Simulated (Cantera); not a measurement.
# Halide evaporation, hydrolysis and transport: NaCl + HCl + H2

Feed: 1 mol NaCl, 0.04 mol HCl, a varied amount of H2, held at 1323.15 K and 0.00790 bar.

Method: chemical equilibrium by Gibbs-energy minimisation in Cantera with the NASA 1993 tables (ideal gas, pure condensed phases). Candidate condensed phases: Na, NaCl; 10 gas species. The numbers say what is thermodynamically allowed, not how fast it happens.

From 1.1 mol H2 to 44 mol H2 nothing is condensed. The main Na-bearing gas is NaCl throughout.

```json
[
 {"n(H2) (mol)": "1.1", "x H2": "0.528", "x NaCl": "0.424", "x Na2Cl2": "0.0277", "x HCl": "0.0199", "x Na": "0.000661", "x H": "1.30e-5", "x Cl": "4.10e-7", "x NaH": "1.88e-7"},
 {"n(H2) (mol)": "1.8", "x H2": "0.643", "x NaCl": "0.325", "x Na2Cl2": "0.0162", "x HCl": "0.0150", "x Na": "0.000737", "x H": "1.43e-5", "x Cl": "2.81e-7", "x NaH": "2.32e-7"},
 {"n(H2) (mol)": "2.8", "x H2": "0.735", "x NaCl": "0.244", "x Na2Cl2": "0.00914", "x HCl": "0.0113", "x Na": "0.000788", "x H": "1.53e-5", "x Cl": "1.98e-7", "x NaH": "2.65e-7"},
 {"n(H2) (mol)": "4.4", "x H2": "0.812", "x NaCl": "0.174", "x Na2Cl2": "0.00468", "x HCl": "0.00820", "x Na": "0.000816", "x H": "1.61e-5", "x Cl": "1.36e-7", "x NaH": "2.89e-7"},
 {"n(H2) (mol)": "7", "x H2": "0.872", "x NaCl": "0.119", "x Na2Cl2": "0.00219", "x HCl": "0.00580", "x Na": "0.000818", "x H": "1.67e-5", "x Cl": "9.32e-8", "x NaH": "3.00e-7"},
 {"n(H2) (mol)": "11", "x H2": "0.914", "x NaCl": "0.0803", "x Na2Cl2": "0.000993", "x HCl": "0.00412", "x Na": "0.000794", "x H": "1.71e-5", "x Cl": "6.46e-8", "x NaH": "2.98e-7"},
 {"n(H2) (mol)": "18", "x H2": "0.945", "x NaCl": "0.0510", "x Na2Cl2": "0.000400", "x HCl": "0.00284", "x Na": "0.000743", "x H": "1.74e-5", "x Cl": "4.39e-8", "x NaH": "2.83e-7"},
 {"n(H2) (mol)": "28", "x H2": "0.964", "x NaCl": "0.0334", "x Na2Cl2": "0.000172", "x HCl": "0.00206", "x Na": "0.000679", "x H": "1.76e-5", "x Cl": "3.14e-8", "x NaH": "2.62e-7"},
 {"n(H2) (mol)": "44", "x H2": "0.976", "x NaCl": "0.0215", "x Na2Cl2": "7.08e-5", "x HCl": "0.00149", "x Na": "0.000605", "x H": "1.77e-5", "x Cl": "2.27e-8", "x NaH": "2.35e-7"}
]
```
x: gas mole fraction; nothing condenses.
